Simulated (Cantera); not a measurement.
Input: 1 mol ZrN, 4.2 mol N2, held at 1502 °C and 113 Torr.

Cantera equilibrium calculation (NASA polynomials, part measured and part estimated; ideal gas, pure solids and liquids). Candidate condensed phases: Zr, ZrN; 4 gas species. ZrN: taken at fixed stoichiometry. Rates play no part.

Base state: N2 1.00 (mole fractions); condensed: ZrN(s).

Q: What changes in the equilibrium state with this change: ZrN replaced by Al2O3?

A: 
| species | before | after |
|---|---|---|
| N2 | 1.00 | 1.00 |
| ZrN(s), mol | 1.00 | 0 |
| Al2O3(s), mol | 0 | 1.00 |
Further candidate phases: Al, AlN, Al2O3.
